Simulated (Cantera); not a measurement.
Feed: 1 mol NaCl, 0.04 mol HCl, a varied amount of H2, held at 1050 °C and 5.93 Torr.

These are equilibrium values from Cantera (NASA tables, ideal gas, pure condensed phases), not measurements of a reactor. Candidate condensed phases: Na, NaCl; 10 gas species. Equilibrium is a limit: real reactors are often held back by kinetics, nucleation or transport.

x: gas mole fraction; nothing condenses.

| n(H2) (mol) | x H2 | x NaCl | x Na2Cl2 | x HCl | x Na |
|---|---|---|---|---|---|
| 1.1 | 0.528 | 0.424 | 0.0277 | 0.0199 | 0.000661 |
| 1.8 | 0.643 | 0.325 | 0.0162 | 0.0150 | 0.000737 |
| 2.8 | ___ | ___ | ___ | ___ | 0.000788 |
| 4.4 | 0.812 | 0.174 | 0.00468 | 0.00820 | 0.000816 |
| 7 | 0.872 | 0.119 | 0.00219 | 0.00580 | 0.000818 |
| 11 | 0.914 | ___ | ___ | ___ | 0.000794 |
| 18 | 0.945 | 0.0510 | 0.000400 | 0.00284 | 0.000743 |
| 28 | 0.964 | 0.0334 | 0.000172 | 0.00206 | 0.000679 |
| 44 | 0.976 | 0.0215 | 7.08e-5 | 0.00149 | 0.000605 |

Problem. What belongs in the gaps?

Solution. 
- 11, x NaCl: 0.0803
- 11, x Na2Cl2: 0.000993
- 11, x HCl: 0.00412
- 2.8, x H2: 0.735
- 2.8, x NaCl: 0.244
- 2.8, x Na2Cl2: 0.00914
- 2.8, x HCl: 0.0113
